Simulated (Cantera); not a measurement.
# Adiabatic ignition

An adiabatic, constant-pressure homogeneous reactor starts with 11.9 % CH4, 18.3 % O2, 68.6 % N2, 1.30 % H2, equivalence ratio 1.3, at 1725 K and 0.987 atm.

Model: GRI-Mech 3.0 (53 species, 325 reactions), integrated in Cantera.

```tsv
t (s)	T (K)	x CH4	x O2	x H2O2	x N2O	x OH
1.00e-6	1725	0.119	0.183	1.09e-8	3.11e-12	2.22e-7
2.86e-6	1725	0.119	0.183	5.53e-8	1.63e-11	3.24e-7
8.18e-6	1725	0.119	0.183	1.91e-7	1.02e-10	6.24e-7
2.34e-5	1725	0.118	0.183	4.58e-7	6.40e-10	1.88e-6
6.69e-5	1727	0.116	0.181	1.21e-6	3.76e-9	1.18e-5
0.000191	2720	<1e-12	0.00845	1.29e-7	1.32e-7	0.0216
0.000547	2840	<1e-12	0.00598	1.61e-7	2.29e-7	0.0192
0.00156	2838	<1e-12	0.00543	1.54e-7	2.61e-7	0.0184
0.00447	2836	<1e-12	0.00529	1.51e-7	2.75e-7	0.0182
0.0128	2836	<1e-12	0.00529	1.51e-7	2.75e-7	0.0182
0.0366	2836	<1e-12	0.00529	1.51e-7	2.75e-7	0.0182
0.105	2836	<1e-12	0.00529	1.51e-7	2.75e-7	0.0182
0.299	2836	<1e-12	0.00529	1.51e-7	2.75e-7	0.0182
0.856	2836	<1e-12	0.00529	1.51e-7	2.75e-7	0.0182
2.45	2836	<1e-12	0.00529	1.51e-7	2.75e-7	0.0182
7.00	2836	<1e-12	0.00529	1.51e-7	2.75e-7	0.0182
```
x: mole fraction; the columns are a selection and need not sum to one.

```
Property                                                            Result
---------------------------------  ---------------------------------------
time of steepest temperature rise                                 0.151 ms
temperature at 7.00 s                                               2836 K
equilibrium temperature                                             2836 K
x(CH4) at 7.00 s                     <1e-12 (gas-phase equilibrium <1e-12)
x(O2) at 7.00 s                    0.00529 (gas-phase equilibrium 0.00529)
x(H2O2) at 7.00 s                  1.51e-7 (gas-phase equilibrium 1.51e-7)
```
